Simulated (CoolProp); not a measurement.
Values from CoolProp's reference Helmholtz-energy equation of state, Thol 2016.

**Question.** For hexamethyldisiloxane (MM), give the phase and the cv (kJ/(kg K)), speed of sound (m/s), Joule-Thomson coefficient (K/MPa) at 445.4 K and 42.4 kPa.

**Answer.** 
- 445.4 K and 42.4 kPa: gas; cv 1.83, speed of sound 151, Joule-Thomson coefficient 13.5
